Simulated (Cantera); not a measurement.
Feed: 1 mol Ti, 0.4 mol C3H8, 82 mol H2, equilibrated at 1125 K and 1.00 bar.

These are equilibrium values from Cantera (NASA tables, ideal gas, pure condensed phases), not measurements of a reactor. Candidate condensed phases: C, C6H6, C7H8, C8H18, Ti, TiC; 77 gas species. TiC: taken at fixed stoichiometry. The numbers say what is thermodynamically allowed, not how fast it happens.

Task: What is the equilibrium state?

Result: 
```
Item                                       Result
--------------------------------------  ---------
x(H2)                                       0.998
x(CH4)                                    0.00240
n(TiC(s))                                1.00 mol
gas amount                              83.40 mol
log10 activity of C(graphite) (absent)      -1.08
log10 activity of Ti(α) (absent)            -6.88
```
